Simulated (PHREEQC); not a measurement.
A column of 0.2 m (40 cells, dispersivity 0.016 m, 60 s a shift, diffusion coefficient 3e-10 m²/s) holds 0.017 eq of the database's cation exchanger X per kg of pore water, first in equilibrium with 0.0056 mol NH4Cl, 0.061 mol CaCl2 and 1e-05 mol HCl per kg of water. It is flushed with 0.0073 mol MgCl2 and 1e-05 mol HCl per kg of water, at 40 °C. Values are for the last cell. No CO2 enters from the air. No solid was allowed to form.

Base run: PHREEQC, ion-association model, phreeqc.dat. Each further column changes one thing. The table gives Mg in solution (mol/kgw).

```tsv
pore volumes	base	exchange capacity from 0.017 to 0.0085 eq/kgw	dispersivity from 0.016 to 0.032 m
0	0	0	0
0.4625	0.000113	(withheld)	(withheld)
1.062	0.00228	0.00319	0.00299
1.512	0.00292	0.00425	0.00373
1.962	0.00352	0.00497	(withheld)
2.413	0.00439	(withheld)	0.00454
3.013	0.00549	0.00659	(withheld)
3.462	0.00609	0.00693	0.00572
3.913	0.00651	(withheld)	0.00612
4.513	0.00686	0.00723	0.00651
4.963	0.00702	0.00727	0.00673
```

Q: Fill in the missing entries.

A: 
- 0.4625, exchange capacity from 0.017 to 0.0085 eq/kgw: 0.000159
- 0.4625, dispersivity from 0.016 to 0.032 m: 0.000472
- 1.962, dispersivity from 0.016 to 0.032 m: 0.00410
- 2.413, exchange capacity from 0.017 to 0.0085 eq/kgw: 0.00578
- 3.013, dispersivity from 0.016 to 0.032 m: 0.00523
- 3.913, exchange capacity from 0.017 to 0.0085 eq/kgw: 0.00712

Constants without temperature data keep their 25 °C values here.
